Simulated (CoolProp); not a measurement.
Values from CoolProp's reference Helmholtz-energy equation of state, Span 1996.

**Question.** Give the vapour pressure (MPa), enthalpy of vaporisation (kJ/kg), liquid cp (kJ/(kg K)), surface tension (mN/m) of saturated carbon dioxide at 11.35 °C.

**Answer.** 
| T (°C) | p (MPa) | enthalpy of vaporisation (kJ/kg) | liquid cp (kJ/(kg K)) | surface tension (mN/m) |
|---|---|---|---|---|
| 11.35 | 4.65 | 192 | 3.09 | 2.53 |

Surface tension comes from a separate correlation (Mulero 2012).
